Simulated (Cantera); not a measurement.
Mixture: CO : H2 : CH4 : O2 : N2 = 1 : 1.2 : 1.1 : 4.46 : 17.4 (molar parts), at 7500 Torr, adiabatic and at constant pressure. Ignition delay is the time to a rise of 400 K.

Cantera simulation using GRI-Mech 3.0 (53 species, 325 reactions); the numbers are that mechanism's predictions, not measurements.

### Question
What does this change do: CH4 1.1 to 0.69 parts?

### Answer
```
quantity                                                before       after
--------------------------------------------------  ----------  ----------
delay at 1275 K                                        80.7 µs     53.2 µs
delay at 1325 K                                        52.3 µs     32.0 µs
delay at 1375 K                                        35.8 µs     20.8 µs
delay at 1425 K                                        25.4 µs     14.4 µs
delay at 1475 K                                        18.6 µs     10.4 µs
delay at 1525 K                                        13.9 µs     7.75 µs
delay at 1575 K                                        10.6 µs     5.98 µs
apparent activation energy between 1475 and 1575 K  110 kJ/mol  110 kJ/mol
```

### Question
What does this change do: pressure from 7500 Torr to 825 Torr?

### Answer
```tsv
quantity	before	after
delay at 1275 K	80.7 µs	0.324 ms
delay at 1325 K	52.3 µs	0.229 ms
delay at 1375 K	35.8 µs	0.167 ms
delay at 1425 K	25.4 µs	0.126 ms
delay at 1475 K	18.6 µs	97.2 µs
delay at 1525 K	13.9 µs	76.7 µs
delay at 1575 K	10.6 µs	61.6 µs
apparent activation energy between 1475 and 1575 K	110 kJ/mol	88 kJ/mol
```
Where the delays flatten at high temperature, the 400 K rule measures the pace of heat release, not the induction time.
